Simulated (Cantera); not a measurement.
**BN + O₂ + H₂ + HCl (nitride etching)**

A closed system holds: 1 mol BN, 7.6 mol O₂, 1 mol H₂, 56 mol HCl, at 1500 °C.

Cantera equilibrium calculation (NASA polynomials, part measured and part estimated; ideal gas, pure solids and liquids). Candidate condensed phases: B, BN, B₂O₃, B₃O₃H₃, H₂O, NH₄Cl; 49 gas species. The tables' values for BOCl are old estimates; treat these amounts as uncertain. Kinetics and transport are ignored.

| P (Pa) | log p HCl | log p Cl | log p H₂O | log p O₂ | log p Cl₂ | log p HBO₂ | log p H₂ | log p H |
|---|---|---|---|---|---|---|---|---|
| 1 | -5.31 | -5.52 | -5.87 | -6.71 | -9.94 | -6.89 | -6.89 | -6.99 |
| 10 | -4.24 | -4.62 | -4.92 | -5.49 | -8.13 | -5.87 | -6.55 | -6.82 |
| 100 | -3.19 | -3.74 | -4.01 | -4.32 | -6.36 | -4.86 | -6.23 | -6.66 |
| 1000 | -2.15 | -2.87 | -3.11 | -3.22 | -4.63 | -3.85 | -5.88 | -6.49 |
| 10000 | -1.13 | -2.04 | -2.19 | -2.16 | -2.97 | -2.85 | -5.49 | -6.29 |
| 100000 | -0.12 | -1.30 | -1.17 | -1.16 | -1.48 | -1.83 | -4.97 | -6.03 |
log p: log10 of the partial pressure in bar; nothing condenses.

From 1.00e-5 bar to 1.00 bar nothing is condensed. The main B-bearing gas is HBO₂ throughout.
